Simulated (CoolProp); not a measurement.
A closed Brayton cycle with carbon dioxide: compressor inlet 331.15 K and 8.6 MPa, high pressure 27.4 MPa, turbine inlet 850 K, compressor efficiency 0.85, turbine efficiency 0.93, recuperator effectiveness 0 (on enthalpy, no pinch check). Each further row changes one setting.

Values from CoolProp's reference Helmholtz-energy equation of state, Span 1996.

| case | thermal efficiency (%) | net work (kJ/kg) | compressor to turbine work | compressor exit (K) | turbine exit (K) |
|---|---|---|---|---|---|
| as stated | 17.1 | 95.0 | 0.41 | 431.5 | 705.3 |
| turbine inlet 800 K | 17.1 | (withheld) | (withheld) | 431.5 | 660.5 |
| compressor inlet 341.15 K | 16.7 | (withheld) | 0.45 | (withheld) | 705.3 |
| high pressure 23.3 MPa | 15.1 | (withheld) | (withheld) | 417.0 | (withheld) |
| recuperator effectiveness 0.5 | (withheld) | 95.0 | 0.41 | 431.5 | 705.3 |

Task: Some entries are withheld; supply them.

Result: 
- turbine inlet 800 K, net work (kJ/kg): 84.1
- turbine inlet 800 K, compressor to turbine work: 0.44
- compressor inlet 341.15 K, net work (kJ/kg): 88.0
- compressor inlet 341.15 K, compressor exit (K): 448.0
- high pressure 23.3 MPa, net work (kJ/kg): 85.4
- high pressure 23.3 MPa, compressor to turbine work: 0.39
- high pressure 23.3 MPa, turbine exit (K): 724.8
- recuperator effectiveness 0.5, thermal efficiency (%): 23.9
